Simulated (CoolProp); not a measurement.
Computed with CoolProp (reference Helmholtz-energy equation of state, Lemmon 2006). It is a short technical equation, of lower accuracy than the large ones.

**Question.** Give the vapour pressure (bar), liquid density (kg/m³), vapour density (kg/m³), surface tension (mN/m) of saturated nitrous oxide at -56.65, -25.65, 25.95 °C.

**Answer.** 
```csv
T (°C),p (bar),liquid density (kg/m³),vapour density (kg/m³),surface tension (mN/m)
-56.65,4.95,1130,13.2,16.7
-25.65,15.1,1020,39.2,10.2
25.95,57.7,734,196,1.19
```

Surface tension comes from a separate correlation (Mulero 2012).
